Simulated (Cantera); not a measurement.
NO annealing gas

An isothermal, constant-pressure homogeneous reactor starts with NO : N₂ = 1 : 2.5 (molar parts), at 1725 K and 1.01 bar.

Cantera simulation using GRI-Mech 3.0 (53 species, 325 reactions); the numbers are that mechanism's predictions, not measurements.

```csv
t (s),x NO,x O,x N₂,x N₂O,x NO₂,x O₂
5.00e-5,0.286,2.07e-7,0.714,4.71e-7,2.71e-7,6.62e-10
0.000145,0.286,2.66e-7,0.714,1.35e-6,1.14e-6,3.32e-9
0.000419,0.286,3.66e-7,0.714,3.75e-6,3.82e-6,1.80e-8
0.00121,0.286,6.71e-7,0.714,9.72e-6,1.24e-5,1.60e-7
0.00351,0.286,1.56e-6,0.714,2.10e-5,3.95e-5,2.53e-6
0.0102,0.285,2.98e-6,0.714,3.11e-5,8.69e-5,3.75e-5
0.0294,0.285,3.37e-6,0.715,3.28e-5,0.000100,0.000217
0.0851,0.284,3.64e-6,0.715,3.25e-5,0.000108,0.000754
0.246,0.281,4.29e-6,0.717,3.17e-5,0.000128,0.00229
0.713,0.272,5.74e-6,0.721,2.97e-5,0.000168,0.00662
2.06,0.249,8.42e-6,0.732,2.48e-5,0.000229,0.0180
5.97,0.199,1.24e-5,0.758,1.56e-5,0.000272,0.0433
17.3,0.120,1.69e-5,0.797,5.72e-6,0.000224,0.0828
50.0,0.0479,2.01e-5,0.833,1.04e-6,0.000107,0.119
```
x: mole fraction; the columns are a selection and need not sum to one.

Equilibrium at this temperature and pressure: NO 0.00274, O 2.18e-5, N₂ 0.856, N₂O 1.67e-7, NO₂ 6.67e-6, O₂ 0.141 (gas phase only).
